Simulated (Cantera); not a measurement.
**Thermodynamics of fluorocarbon and chlorocarbon gases, feed CH3F + F2 + H2**

Charge: 1 mol CH3F, a varied amount of F2, 0.062 mol H2, equilibrated at 650 K and 98000 Pa.

Equilibrium computed with Cantera from the NASA thermochemical tables; the gas is ideal and each condensed phase is pure. Candidate condensed phases: C, C6H6, C7H8, C8H18; 95 gas species. Condensed phases not in the tables: fluorocarbon polymer. Gases not in the tables: C2F6 and larger saturated fluorocarbons. The numbers say what is thermodynamically allowed, not how fast it happens.

From 0.27 mol F2 to 2.3 mol F2 the condensed part is C(graphite). The main C-bearing gas is CH4 at 0.27 mol F2 and CF4 at 2.3 mol F2. The share of C in condensed phases is highest at 1.1 mol F2 (98.1 %) and lowest at 2.3 mol F2 (38.1 %).

```tsv
n(F2) (mol)	log p HF	log p CF4	log p CH4	log p H2	log p H2F2	n C(graphite)
0.27	-0.13	<-12	-0.81	-1.11	-3.82	0.683
0.32	-0.11	<-12	-0.86	-1.14	-3.80	0.707
0.39	-0.10	<-12	-0.93	-1.17	-3.77	0.739
0.46	-0.09	<-12	-1.01	-1.21	-3.74	0.771
0.55	-0.07	<-12	-1.12	-1.27	-3.72	0.811
0.66	-0.06	<-12	-1.27	-1.34	-3.68	0.859
0.79	-0.04	<-12	-1.51	-1.46	-3.65	0.913
0.95	-0.02	<-12	-2.04	-1.73	-3.62	0.972
1.1	-0.01	-2.23	<-12	-9.86	-3.60	0.981
1.4	-0.03	-1.30	<-12	-10.37	-3.64	0.831
1.6	-0.04	-1.11	<-12	-10.49	-3.66	0.731
1.9	-0.06	-0.94	<-12	-10.61	-3.70	0.581
2.3	-0.09	-0.79	<-12	-10.73	-3.75	0.381
```
log p: log10 of the partial pressure in bar; n: condensed amount in mol.
